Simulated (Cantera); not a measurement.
# Cu + F2 + N2 (aluminium and copper etching)

Feed: 1 mol Cu, 0.52 mol F2, 24 mol N2, held at 13300 Pa.

These are equilibrium values from Cantera (NASA tables, ideal gas, pure condensed phases), not measurements of a reactor. Candidate condensed phases: Cu, CuF2; 11 gas species. Mutual solubility and eutectic melting of coexisting phases are not modelled. Kinetics and transport are ignored.

From 798 K to 1098 K the condensed part is Cu(s) + CuF2(s). From 1148 K to 1198 K the condensed part is Cu(s) + CuF2(l). From 1248 K to 1348 K the condensed part is Cu(s). At 1398 K the condensed part is Cu(l). The main Cu-bearing gas is CuF throughout.

```
T (K)  log p N2  log p CuF  log p CuF2  log p Cu  log p F  log p Cu2  n Cu(s)  n CuF2(s)  n CuF2(l)  n Cu(l)
-----  --------  ---------  ----------  --------  -------  ---------  -------  ---------  ---------  -------
798       -0.88      -8.15       -8.31      <-12     <-12       <-12    0.480      0.520          0        0
848       -0.88      -7.19       -7.31      <-12     <-12       <-12    0.480      0.520          0        0
898       -0.88      -6.34       -6.43    -12.79     <-12       <-12    0.480      0.520          0        0
948       -0.88      -5.59       -5.65    -11.76   -12.15       <-12    0.480      0.519          0        0
998       -0.88      -4.91       -4.95    -10.84   -11.19       <-12    0.479      0.517          0        0
1048      -0.88      -4.30       -4.32    -10.01   -10.33       <-12    0.476      0.507          0        0
1098      -0.88      -3.75       -3.75     -9.25    -9.55       <-12    0.464      0.472          0        0
1148      -0.88      -3.30       -3.32     -8.57    -8.88       <-12    0.434          0      0.388        0
1198      -0.88      -2.89       -2.96     -7.93    -8.29     -12.49    0.363          0      0.202        0
1248      -0.89      -2.61       -2.80     -7.36    -7.82     -11.67    0.252          0          0        0
1298      -0.89      -2.49       -2.93     -6.82    -7.53     -10.92    0.177          0          0        0
1348      -0.89      -2.40       -3.10     -6.33    -7.29     -10.22    0.107          0          0        0
1398      -0.89      -2.34       -3.29     -5.89    -7.07      -9.60        0          0          0   0.0546
```
log p: log10 of the partial pressure in bar; n: condensed amount in mol.
